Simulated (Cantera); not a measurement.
Feed: 1 mol BN, 1.1 mol H2O, 3 mol N2, held at 12.0 Pa.

Cantera equilibrium calculation (NASA polynomials, part measured and part estimated; ideal gas, pure solids and liquids). Candidate condensed phases: B, BN, B2O3, B3O3H3, H2O; 39 gas species. The numbers say what is thermodynamically allowed, not how fast it happens. All values below are at 1748 K.

Base state: N2 0.670, H2 0.184, HBO 0.0411, B2O2 0.0384, BO 0.0377, B2O3 0.0168, H 0.00896, HBO2 0.00232 (mole fractions); condensed: gas only.

Task: What changes in the equilibrium state with this change: 0.043 mol Cl2 added?

Result: 
| species | before | after |
|---|---|---|
| N2 | 0.670 | 0.665 |
| H2 | 0.184 | 0.177 |
| HBO | 0.0411 | 0.0396 |
| HCl | 0 | 0.0126 |
| B2O2 | 0.0384 | 0.0371 |
| BO | 0.0377 | 0.0370 |
| B2O3 | 0.0168 | 0.0168 |
| BOCl | 0 | 0.00306 |
| Cl | 0 | 0.000482 |
The tables' values for BOCl, BCl are old estimates; treat these amounts as uncertain. Further candidate phases: NH4Cl.

Task: What changes in the equilibrium state with this change: pressure from 12.0 Pa to 380 Pa?

Result: 
| species | before | after |
|---|---|---|
| N2 | 0.670 | 0.689 |
| H2 | 0.184 | 0.199 |
| B2O3 | 0.0168 | 0.0398 |
| BO | 0.0377 | 0.00528 |
| B2O2 | 0.0384 | 0.0239 |
| HBO | 0.0411 | 0.0337 |
| H | 0.00896 | 0.00166 |
| H2O | 2.13e-5 | 8.76e-5 |
| BN(s), mol | 0 | 0.135 |
